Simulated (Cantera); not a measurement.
Charge: 1 mol MgF₂, 4 mol H₂O, a varied amount of H₂, held at 477 °C and 13300 Pa.

Cantera equilibrium calculation (NASA polynomials, part measured and part estimated; ideal gas, pure solids and liquids). Candidate condensed phases: H₂O, Mg, MgF₂, MgO, Mg(OH)₂; 31 gas species. Kinetics and transport are ignored.

x: gas mole fraction; n: condensed amount in mol.

| n(H₂) (mol) | x H₂ | x H₂O | x HF | n MgF₂(s) | n MgO(s) |
|---|---|---|---|---|---|
| 0.8 | 0.167 | 0.833 | 0.000120 | 1.000 | 0.000289 |
| 1.2 | ___ | ___ | 0.000116 | 1.000 | 0.000301 |
| 1.8 | 0.310 | 0.690 | 0.000110 | 1.000 | 0.000318 |
| 2.7 | 0.403 | 0.597 | 0.000102 | 1.000 | 0.000341 |
| 4 | 0.500 | 0.500 | 9.33e-5 | 1.000 | 0.000373 |
| 5.9 | ___ | ___ | ___ | 1.000 | ___ |
| 8.9 | 0.690 | 0.310 | 7.34e-5 | 1.000 | 0.000474 |
| 13 | 0.765 | 0.235 | 6.40e-5 | 0.999 | 0.000544 |
| 20 | 0.833 | 0.167 | 5.38e-5 | 0.999 | 0.000646 |
| 30 | 0.882 | 0.118 | 4.52e-5 | 0.999 | 0.000769 |

Problem. Fill in the missing entries.

Solution. 
- 5.9, x H₂: 0.596
- 5.9, x H₂O: 0.404
- 5.9, x HF: 8.38e-5
- 5.9, n MgO(s): 0.000415
- 1.2, x H₂: 0.231
- 1.2, x H₂O: 0.769
